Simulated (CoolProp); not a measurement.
The numbers come from the reference Helmholtz-energy equation of state, Zhou 2011 in CoolProp.

For dimethyl carbonate, give the phase and the cv (kJ/(kg K)), expansivity (1/kK), fugacity coefficient at 292.8 K and 3.62 MPa; 402 K and 3.62 MPa.


- 292.8 K and 3.62 MPa: liquid; cv 1.34, expansivity 1.21, fugacity coefficient 0.00171
- 402 K and 3.62 MPa: liquid; cv 1.52, expansivity 1.63, fugacity coefficient 0.0867
